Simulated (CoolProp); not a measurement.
Vapour-liquid equilibrium of benzene (1) + n-heptane (2) at 0.677 MPa; x and y are mole fractions of (1).

The numbers come from the multi-fluid Helmholtz-energy mixture model, Thol 2012 and Span 2003; pair parameters Bell 2016 in CoolProp.

```tsv
x	bubble temperature, mixture model (K)	bubble temperature, Raoult's law (K)	y, mixture model	y, Raoult's law
0.05	450.7	451.2	0.076	0.073
0.125	447.9	449.3	0.183	0.177
0.2	445.3	447.4	0.282	0.274
0.275	442.9	445.6	0.371	0.365
0.35	440.8	443.9	0.452	0.450
0.425	438.8	442.2	0.526	0.529
0.5	437.1	440.5	0.594	0.604
0.575	435.6	438.9	0.657	0.674
0.65	434.3	437.4	0.717	0.740
0.725	433.2	435.9	0.775	0.802
0.8	432.3	434.4	0.833	0.860
0.875	431.5	433.0	0.892	0.915
0.95	430.9	431.6	0.955	0.967
```

The largest gap from Raoult's law is -3.4 K in bubble temperature, at x = 0.5. No azeotrope shows between x = 0.05 and 0.95.

The pair parameters rest on a limited set of measurements; away from them the model extrapolates.
